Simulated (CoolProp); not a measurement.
Vapour-liquid equilibrium of ethylene (1) + propylene (2) at 248.6 K; x and y are mole fractions of (1).

Values from CoolProp's multi-fluid Helmholtz-energy mixture model, Smukala 2000 and Lemmon 2013; pair parameters Bell 2016.

```json
[
 {"x": "0.05", "bubble pressure, mixture model (bar)": "3.490", "bubble pressure, Raoult's law (bar)": "3.589", "y, mixture model": "0.275", "y, Raoult's law": "0.313"},
 {"x": "0.125", "bubble pressure, mixture model (bar)": "4.852", "bubble pressure, Raoult's law (bar)": "5.078", "y, mixture model": "0.502", "y, Raoult's law": "0.553"},
 {"x": "0.2", "bubble pressure, mixture model (bar)": "6.232", "bubble pressure, Raoult's law (bar)": "6.567", "y, mixture model": "0.632", "y, Raoult's law": "0.684"},
 {"x": "0.275", "bubble pressure, mixture model (bar)": "7.623", "bubble pressure, Raoult's law (bar)": "8.056", "y, mixture model": "0.716", "y, Raoult's law": "0.766"},
 {"x": "0.35", "bubble pressure, mixture model (bar)": "9.021", "bubble pressure, Raoult's law (bar)": "9.545", "y, mixture model": "0.776", "y, Raoult's law": "0.823"},
 {"x": "0.425", "bubble pressure, mixture model (bar)": "10.43", "bubble pressure, Raoult's law (bar)": "11.03", "y, mixture model": "0.820", "y, Raoult's law": "0.865"},
 {"x": "0.5", "bubble pressure, mixture model (bar)": "11.84", "bubble pressure, Raoult's law (bar)": "12.52", "y, mixture model": "0.855", "y, Raoult's law": "0.896"},
 {"x": "0.575", "bubble pressure, mixture model (bar)": "13.28", "bubble pressure, Raoult's law (bar)": "14.01", "y, mixture model": "0.884", "y, Raoult's law": "0.921"},
 {"x": "0.65", "bubble pressure, mixture model (bar)": "14.74", "bubble pressure, Raoult's law (bar)": "15.50", "y, mixture model": "0.909", "y, Raoult's law": "0.941"},
 {"x": "0.725", "bubble pressure, mixture model (bar)": "16.23", "bubble pressure, Raoult's law (bar)": "16.99", "y, mixture model": "0.930", "y, Raoult's law": "0.958"},
 {"x": "0.8", "bubble pressure, mixture model (bar)": "17.79", "bubble pressure, Raoult's law (bar)": "18.48", "y, mixture model": "0.950", "y, Raoult's law": "0.972"},
 {"x": "0.875", "bubble pressure, mixture model (bar)": "19.43", "bubble pressure, Raoult's law (bar)": "19.97", "y, mixture model": "0.969", "y, Raoult's law": "0.984"},
 {"x": "0.95", "bubble pressure, mixture model (bar)": "21.18", "bubble pressure, Raoult's law (bar)": "21.46", "y, mixture model": "0.987", "y, Raoult's law": "0.994"}
]
```

The largest gap from Raoult's law is -5.4 % in bubble pressure, at x = 0.425. No azeotrope shows between x = 0.05 and 0.95.

The pair parameters rest on a limited set of measurements; away from them the model extrapolates.
